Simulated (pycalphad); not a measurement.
CALPHAD calculation (pycalphad, COST 507 light-alloy database (1999)), 1 atm. The database dates from 1999; later assessments differ in places, in temperatures and in the compounds included. Phase fractions are per mole of atoms.

Q: Give the equilibrium state of Si-13.29C (at.%) at 1520 K.

A: DIAMOND_A4, fraction 0.734, with <0.01 C at.%; CSI, fraction 0.266, with 50.0 C at.%.

Q: Give the equilibrium state of Si-13.29C (at.%) at 2320 K.

A: LIQUID, fraction 0.741, with 0.44 C at.%; CSI, fraction 0.259, with 50.0 C at.%.

Database names, with the compositions (at.%) that they take in these runs: CSI: Si 50 C 50. DIAMOND_A4 is diamond (Si).
